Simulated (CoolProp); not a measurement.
A Linde-Hampson liquefier for CF4 (R14): isothermal reversible compression at 290 K from 1 atm to 25 MPa, throttling to 1 atm, return gas leaving the recuperator 10 K below the feed. Each further row changes one setting.

The numbers come from the reference Helmholtz-energy equation of state, Platzer 1990 in CoolProp. This equation is an older, rougher fit; its heat capacities, sound speeds and derivatives of the liquid may be far off and weren't checked against measurements.

```json
[
 {"case": "as stated", "liquid yield per pass": "0.291", "compression work (kJ/kg of gas)": "133"},
 {"case": "high pressure 50 MPa", "liquid yield per pass": "0.288", "compression work (kJ/kg of gas)": "155"},
 {"case": "warm-end temperature 320 K", "liquid yield per pass": "0.218", "compression work (kJ/kg of gas)": "154"},
 {"case": "warm-end gap 15 K", "liquid yield per pass": "0.279", "compression work (kJ/kg of gas)": "133"}
]
```
